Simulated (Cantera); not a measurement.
Mixture: 16.4 % CH₃OH, 17.5 % O₂, 66.1 % N₂, equivalence ratio 1.4, at 0.820 bar, adiabatic and at constant pressure. Ignition delay is the time to a rise of 400 K.

Cantera simulation using GRI-Mech 3.0 (53 species, 325 reactions); the numbers are that mechanism's predictions, not measurements. GRI-Mech 3.0 was tuned for natural gas; its chemistry of methanol as a main component is partial and can be far from experiment.

Question: Predict: delay at 1200 K; delay at 1400 K; delay at 1600 K; delay at 1800 K; delay at 2000 K; apparent activation energy between 1800 and 2000 K.

Answer: delay at 1200 K: 10.6 ms
delay at 1400 K: 0.673 ms
delay at 1600 K: 0.102 ms
delay at 1800 K: 26.5 µs
delay at 2000 K: 9.75 µs
apparent activation energy between 1800 and 2000 K: 150 kJ/mol
